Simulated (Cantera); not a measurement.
An isothermal, constant-pressure homogeneous reactor starts with CH4 : N2 = 1 : 1.8 (molar parts), at 1250 K and 1.01 bar. Integrator tolerance rtol = 1e-08.

Cantera simulation using GRI-Mech 3.0 (53 species, 325 reactions); the numbers are that mechanism's predictions, not measurements. GRI-Mech 3.0 stops at C3 and has no aromatics, soot or wall deposition, so with more carbon than oxygen in the feed, carbon stays in small species such as C2H2 where larger ones or solid carbon would form.

Question: What does this change do: pressure from 1.01 bar to 4.43 Torr?

Answer: 
| quantity | before | after |
|---|---|---|
| x(CH4) at 50.0 s | 0.318 (gas-phase equilibrium 0.201) | 0.356 (gas-phase equilibrium 0.00909) |
| x(CH3) at 50.0 s | 4.07e-6 (gas-phase equilibrium 4.71e-6) | 3.01e-5 (gas-phase equilibrium 1.80e-6) |
| x(H2) at 50.0 s | 0.0407 (gas-phase equilibrium 0.160) | 0.000887 (gas-phase equilibrium 0.384) |
| x(HCN) at 50.0 s | <1e-12 (gas-phase equilibrium 0.0406) | <1e-12 (gas-phase equilibrium 0.0755) |
| x(C2H6) at 50.0 s | 0.000139 (gas-phase equilibrium 0.000262) | 5.48e-5 (gas-phase equilibrium 2.23e-7) |
| x(C2H2) at 50.0 s | 0.0112 (gas-phase equilibrium 0.0205) | 7.57e-5 (gas-phase equilibrium 0.0895) |
Radical loss at walls, strong at low pressure, is not modelled.

Question: What does this change do: CH4 1 to 7.6 parts?

Answer: 
| quantity | before | after |
|---|---|---|
| x(CH4) at 50.0 s | 0.318 (gas-phase equilibrium 0.201) | 0.673 (gas-phase equilibrium 0.494) |
| x(CH3) at 50.0 s | 4.07e-6 (gas-phase equilibrium 4.71e-6) | 6.50e-6 (gas-phase equilibrium 9.35e-6) |
| x(H2) at 50.0 s | 0.0407 (gas-phase equilibrium 0.160) | 0.107 (gas-phase equilibrium 0.244) |
| x(HCN) at 50.0 s | <1e-12 (gas-phase equilibrium 0.0406) | <1e-12 (gas-phase equilibrium 0.0274) |
| x(C2H6) at 50.0 s | 0.000139 (gas-phase equilibrium 0.000262) | 0.000356 (gas-phase equilibrium 0.00103) |
| x(C2H2) at 50.0 s | 0.0112 (gas-phase equilibrium 0.0205) | 0.0245 (gas-phase equilibrium 0.0348) |
